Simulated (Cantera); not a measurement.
What does this Cantera script print?

```python
import numpy as np
import cantera as ct

gas = ct.Solution("h2o2.yaml")
gas.TPX = 300, 240000, {'H2': 1, 'O2': 0.227, 'N2': 0.855}
flame = ct.FreeFlame(gas, width=0.022)
flame.set_refine_criteria(ratio=3, slope=0.08, curve=0.16)
flame.transport_model = "mixture-averaged"
flame.solve(loglevel=0, auto=True)
z, T = flame.grid, flame.T
thick = (T[-1] - T[0]) / np.gradient(T, z).max()
show = ['H2', 'O2', 'OH', 'O', 'H2O2', 'H']
print(f"laminar burning velocity  {flame.velocity[0] * 100:.3f} cm/s")
print(f"burnt temperature         {T[-1]:.1f} K")
print(f"thermal thickness         {thick * 1e3:.4f} mm")
print(f"grid points               {len(z)}")
z0 = z[flame.heat_release_rate.argmax()]
print(f"{'z/mm':>9s}{'T/K':>9s}{'u/(m/s)':>9s}" + "".join(f"{s:>11s}" for s in show))
rows = []
for k in (-3, -2, -1.5, -1, -0.5, -0.25, 0, 0.25, 0.5, 1, 2, 4, 8):
    zz = z0 + k * thick
    rows.append([k * thick, np.interp(zz, z, T), np.interp(zz, z, flame.velocity),
                 *(np.interp(zz, z, flame.X[gas.species_index(s)]) for s in show)])
    print(f"{rows[-1][0] * 1e3:9.3f}{rows[-1][1]:9.1f}{rows[-1][2]:9.3f}" + "".join(f"{x:11.3e}" for x in rows[-1][3:]))
```

Output:

```
laminar burning velocity  286.311 cm/s
burnt temperature         1993.0 K
thermal thickness         0.1108 mm
grid points               120
     z/mm      T/K  u/(m/s)         H2         O2         OH          O       H2O2          H
   -0.332    300.0    2.863  4.803e-01  1.090e-01  5.080e-15  2.358e-12  1.636e-12  6.935e-17
   -0.222    300.0    2.863  4.803e-01  1.090e-01  9.763e-13  7.832e-11  9.938e-11  9.205e-15
   -0.166    300.1    2.864  4.802e-01  1.090e-01  5.401e-11  1.015e-09  2.136e-09  4.744e-13
   -0.111    301.3    2.873  4.797e-01  1.092e-01  6.313e-09  1.771e-08  7.054e-08  5.728e-11
   -0.055    349.6    3.282  4.700e-01  1.107e-01  1.017e-05  1.894e-06  2.067e-05  1.312e-06
   -0.028    629.0    5.705  4.377e-01  1.056e-01  7.294e-04  9.685e-05  1.238e-04  1.484e-03
    0.000   1031.4    9.109  3.838e-01  8.361e-02  9.209e-04  6.758e-04  4.434e-05  1.294e-02
    0.028   1327.5   11.607  3.262e-01  4.943e-02  1.582e-03  1.580e-03  4.640e-06  3.107e-02
    0.055   1501.0   13.095  2.866e-01  2.136e-02  2.018e-03  1.388e-03  1.250e-06  4.390e-02
    0.111   1645.1   14.300  2.649e-01  2.927e-03  2.032e-03  4.768e-04  4.956e-07  4.692e-02
    0.222   1747.3   15.099  2.682e-01  1.669e-04  1.920e-03  2.137e-04  2.560e-07  3.709e-02
    0.443   1833.7   15.751  2.755e-01  4.521e-05  1.591e-03  1.136e-04  1.300e-07  2.560e-02
    0.886   1899.9   16.239  2.813e-01  1.959e-05  1.148e-03  4.998e-05  5.903e-08  1.625e-02
```

Detailed kinetics in Cantera: the H2/O2 subset of GRI-Mech 3.0, which has no nitrogen chemistry. The hydrogen kinetics of GRI-Mech 3.0 are dated; newer H2 mechanisms differ, most at raised pressure. Burning velocities carry a grid error of a few per cent, more on coarse grids.
